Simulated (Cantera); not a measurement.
Charge: 1 mol V2O3, 1200 mol H2, 3.1 mol N2, at 898 K and 2.90 mbar.

These are equilibrium values from Cantera (NASA tables, ideal gas, pure condensed phases), not measurements of a reactor. Candidate condensed phases: H2O, V, VN, VO, V2O3, V2O4, V2O5; 28 gas species. VN: taken at fixed stoichiometry. Condensed phases not in the tables: the oxides between V2O3 and V2O5 other than VO2, V2N. Rates play no part.

Base state: H2 0.997, N2 0.00253, H2O 0.000128 (mole fractions); condensed: VN(s) + V2O3(s).

Problem. What changes in the equilibrium state with this change: V2O3 replaced by Fe3O4?

Solution. 
```json
[
 {"species": "H2", "before": "0.997", "after": "0.994"},
 {"species": "H2O", "before": "0.000128", "after": "0.00332"},
 {"species": "N2", "before": "0.00253", "after": "0.00258"},
 {"species": "VN(s), mol", "before": "0.103", "after": "0"},
 {"species": "V2O3(s), mol", "before": "0.949", "after": "0"},
 {"species": "Fe(α), mol", "before": "0", "after": "3.00"}
]
```
Further candidate phases: Fe, FeO, Fe(OH)2, Fe(OH)3, Fe2O3, Fe3O4.
